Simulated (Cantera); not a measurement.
Cantera run:

```python
import numpy as np
import cantera as ct

gas_names = """
    H H2 Si SiH SiH2 SiH3 SiH4 Si2 Si3
""".split()
cond_names = """
    Si(cr) Si(L)
""".split()


# ... load() reads the species with a 1 bar reference pressure and builds the phases ...
atoms = {
    'SiH4': {'Si': 1, 'H': 4},
    'H2': {'H': 2},
}
top_T = {}  # K; cautious upper limits of use, not melting points


# ... equilibrate(T, P, feed) seeds the gas with the atoms and calls Mixture.equilibrate('TP', solver="vcs", rtol=1e-11, max_steps=5000) ...
results = []
P = 1200  # Pa
for T in [2073, 2123, 2173, 2223, 2273, 2323, 2373, 2423, 2473, 2523, 2573, 2623]:
    for m in [46, 56, 69, 85, 100, 130, 160, 190, 230, 290, 350, 430]:
        feed = {'SiH4': 1, 'H2': m}  # mol
        mix = equilibrate(T, P, feed)
        results.append((T, P, feed, dict(zip(mix.species_names, mix.species_moles))))

for T, P, feed, n in results:
    print(f"{T:7g} {feed['H2']:10.4g}  " + (" + ".join(c for c in cond_names if n.get(c, 0) > 1e-12) or "gas only"))
```

It prints:

```
   2073         46  Si(L)
   2073         56  Si(L)
   2073         69  Si(L)
   2073         85  Si(L)
   2073        100  Si(L)
   2073        130  gas only
   2073        160  gas only
   2073        190  gas only
   2073        230  gas only
   2073        290  gas only
   2073        350  gas only
   2073        430  gas only
   2123         46  Si(L)
   2123         56  Si(L)
   2123         69  gas only
   2123         85  gas only
   2123        100  gas only
   2123        130  gas only
   2123        160  gas only
   2123        190  gas only
   2123        230  gas only
   2123        290  gas only
   2123        350  gas only
   2123        430  gas only
   2173         46  gas only
   2173         56  gas only
   2173         69  gas only
   2173         85  gas only
   2173        100  gas only
   2173        130  gas only
   2173        160  gas only
   2173        190  gas only
   2173        230  gas only
   2173        290  gas only
   2173        350  gas only
   2173        430  gas only
   2223         46  gas only
   2223         56  gas only
   2223         69  gas only
   2223         85  gas only
   2223        100  gas only
   2223        130  gas only
   2223        160  gas only
   2223        190  gas only
   2223        230  gas only
   2223        290  gas only
   2223        350  gas only
   2223        430  gas only
   2273         46  gas only
   2273         56  gas only
   2273         69  gas only
   2273         85  gas only
   2273        100  gas only
   2273        130  gas only
   2273        160  gas only
   2273        190  gas only
   2273        230  gas only
   2273        290  gas only
   2273        350  gas only
   2273        430  gas only
   2323         46  gas only
   2323         56  gas only
   2323         69  gas only
   2323         85  gas only
   2323        100  gas only
   2323        130  gas only
   2323        160  gas only
   2323        190  gas only
   2323        230  gas only
   2323        290  gas only
   2323        350  gas only
   2323        430  gas only
   2373         46  gas only
   2373         56  gas only
   2373         69  gas only
   2373         85  gas only
   2373        100  gas only
   2373        130  gas only
   2373        160  gas only
   2373        190  gas only
   2373        230  gas only
   2373        290  gas only
   2373        350  gas only
   2373        430  gas only
   2423         46  gas only
   2423         56  gas only
   2423         69  gas only
   2423         85  gas only
   2423        100  gas only
   2423        130  gas only
   2423        160  gas only
   2423        190  gas only
   2423        230  gas only
   2423        290  gas only
   2423        350  gas only
   2423        430  gas only
   2473         46  gas only
   2473         56  gas only
   2473         69  gas only
   2473         85  gas only
   2473        100  gas only
   2473        130  gas only
   2473        160  gas only
   2473        190  gas only
   2473        230  gas only
   2473        290  gas only
   2473        350  gas only
   2473        430  gas only
   2523         46  gas only
   2523         56  gas only
   2523         69  gas only
   2523         85  gas only
   2523        100  gas only
   2523        130  gas only
   2523        160  gas only
   2523        190  gas only
   2523        230  gas only
   2523        290  gas only
   2523        350  gas only
   2523        430  gas only
   2573         46  gas only
   2573         56  gas only
   2573         69  gas only
   2573         85  gas only
   2573        100  gas only
   2573        130  gas only
   2573        160  gas only
   2573        190  gas only
   2573        230  gas only
   2573        290  gas only
   2573        350  gas only
   2573        430  gas only
   2623         46  gas only
   2623         56  gas only
   2623         69  gas only
   2623         85  gas only
   2623        100  gas only
   2623        130  gas only
   2623        160  gas only
   2623        190  gas only
   2623        230  gas only
   2623        290  gas only
   2623        350  gas only
   2623        430  gas only
```

Method: chemical equilibrium by Gibbs-energy minimisation in Cantera with the NASA 1993 tables (ideal gas, pure condensed phases).
